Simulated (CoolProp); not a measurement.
Saturation properties of R114 (Tc = 147.5 °C, pc = 33.52 bar, ω = 0.252).

The numbers come from the reference Helmholtz-energy equation of state, Platzer 1990 in CoolProp. This equation is an older, rougher fit; its heat capacities, sound speeds and derivatives of the liquid may be far off and weren't checked against measurements.

```tsv
T (°C)	p (bar)	liquid density (kg/m³)	vapour density (kg/m³)	surface tension (mN/m)
26.55	2.253	1450	16.64	10.8
36.25	3.033	1419	22.11	9.68
46.05	?	1387	?	8.60
55.75	5.200	1354	37.47	7.56
65.45	6.633	1319	47.88	6.55
75.15	?	1281	60.67	5.57
84.95	?	1241	76.61	4.62
94.65	12.74	1197	96.23	3.71
104.35	15.47	1148	120.9	2.84
114.05	18.63	1091	152.8	2.03
123.85	22.30	1023	?	1.27
133.55	26.46	934.6	259.8	0.608
```

### Question
Some entries are withheld; supply them.

### Answer

- 46.05, p (bar): 4.013
- 46.05, vapour density (kg/m³): 29.02
- 75.15, p (bar): 8.340
- 84.95, p (bar): 10.38
- 123.85, vapour density (kg/m³): 196.3

It boils at 3.6 °C under 1 atm.

Surface tension comes from a separate correlation (Mulero 2012).
